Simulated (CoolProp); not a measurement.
Aqueous lithium chloride as a coolant, 19 % by mass, freezing at -39.3 °C, 1 atm.

Values from CoolProp's Melinder's fits for secondary coolants.

```json
[
 {"T (°C)": "-32.4", "Prandtl number": "85.6", "viscosity (mPa s)": "13.7", "density (kg/m³)": "1119", "conductivity (W/(m K))": "0.481"},
 {"T (°C)": "-25.3", "Prandtl number": "58.2", "viscosity (mPa s)": "9.41", "density (kg/m³)": "1118", "conductivity (W/(m K))": "0.491"},
 {"T (°C)": "-18.3", "Prandtl number": "41.6", "viscosity (mPa s)": "6.77", "density (kg/m³)": "1117", "conductivity (W/(m K))": "0.501"},
 {"T (°C)": "-11.2", "Prandtl number": "30.8", "viscosity (mPa s)": "5.05", "density (kg/m³)": "1116", "conductivity (W/(m K))": "0.511"},
 {"T (°C)": "-4.1", "Prandtl number": "23.7", "viscosity (mPa s)": "3.91", "density (kg/m³)": "1115", "conductivity (W/(m K))": "0.521"},
 {"T (°C)": "2.9", "Prandtl number": "18.9", "viscosity (mPa s)": "3.13", "density (kg/m³)": "1114", "conductivity (W/(m K))": "0.531"},
 {"T (°C)": "10", "Prandtl number": "15.4", "viscosity (mPa s)": "2.57", "density (kg/m³)": "1112", "conductivity (W/(m K))": "0.540"},
 {"T (°C)": "17", "Prandtl number": "12.9", "viscosity (mPa s)": "2.16", "density (kg/m³)": "1110", "conductivity (W/(m K))": "0.550"},
 {"T (°C)": "24.1", "Prandtl number": "11.0", "viscosity (mPa s)": "1.85", "density (kg/m³)": "1108", "conductivity (W/(m K))": "0.560"},
 {"T (°C)": "31.2", "Prandtl number": "9.45", "viscosity (mPa s)": "1.61", "density (kg/m³)": "1106", "conductivity (W/(m K))": "0.570"}
]
```
